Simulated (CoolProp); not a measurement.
Vapour-liquid equilibrium of dimethyl ether (1) + n-hexane (2) at 199 kPa; x and y are mole fractions of (1).

Computed with CoolProp (multi-fluid Helmholtz-energy mixture model, Wu 2011 and Thol 2019; pair parameters Bell 2016).

Problem. Give the bubble temperature and the first vapour's composition at x = 0.45, 0.75, 0.85. Is there an azeotrope?

Solution. x = 0.45: 9.2 °C, y = 0.967; x = 0.75: -1.4 °C, y = 0.988; x = 0.85: -4.1 °C, y = 0.993. No azeotrope shows between x = 0.05 and 0.95.

Pair parameters are fitted to limited data, so mixtures are less certain than the pure fluids.
